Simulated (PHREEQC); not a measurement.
Make-up at 25 °C: 0.055 mol H3PO4 and 0.014 mol KOH per kg of water. Closed to the air; pH follows from the charge balance.

Computed with PHREEQC (ion-association model, phreeqc.dat).

```tsv
quantity	before	after
pH	2.02	1.79
ionic strength (mol/kgw)	0.0249	0.0179
H3PO4 (mol/kgw)	0.0301	0.0371
H2PO4- (mol/kgw)	0.0249	0.0179
HPO4-2 (mol/kgw)	2.51e-7	1.02e-7
```

Question: What was changed between the two runs?
A) diluted 2-fold with water
B) temperature from 25 to 60 °C
C) 0.067 mol/kgw KH2PO4 added
D) KOH left out
E) H3PO4 from 0.055 to 0.0825 mol/kgw

Answer: D, KOH left out

No solid was allowed to form.
